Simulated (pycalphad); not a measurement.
Phase fractions of Sn-29.7Si (at.%)

Computed with pycalphad from the COST 507 light-alloy database (1999), at 1 atm. The data set is of 1999 and partly superseded. Amounts are mole fractions of atoms.

```
T (°C)  LIQUID  DIAMOND_A4
------  ------  ----------
1317     1.000           -
1237     0.855       0.145
1157     0.775       0.225
1077     0.742       0.258
997      0.725       0.275
917      0.715       0.285
837      0.710       0.290
757      0.706       0.294
677      0.704       0.296
597      0.704       0.296
517      0.703       0.297
437      0.703       0.297
357      0.703       0.297
277      0.703       0.297
```

DIAMOND_A4 is diamond (Si).
